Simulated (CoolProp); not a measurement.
R142b at 246.39 K and 0.281 MPa is throttled through a valve to 0.118 MPa with no heat exchange. Each further row changes one setting.

The numbers come from the reference Helmholtz-energy equation of state, Lemmon 2006 in CoolProp. It is a short technical equation, of lower accuracy than the large ones.

| case | temperature change (K) | final phase | final density (kg/m³) |
|---|---|---|---|
| as stated | ___ | liquid | 1230 |
| outlet pressure 0.0354 MPa | ___ | ___ | ___ |
| outlet pressure 0.153 MPa | ___ | liquid | 1230 |

Q: Complete the blanks.

A: 
- as stated, temperature change (K): +0.1
- outlet pressure 0.0354 MPa, temperature change (K): -5.7
- outlet pressure 0.0354 MPa, final phase: two-phase, vapour fraction 0.029
- outlet pressure 0.0354 MPa, final density (kg/m³): 59.5
- outlet pressure 0.153 MPa, temperature change (K): +0.0
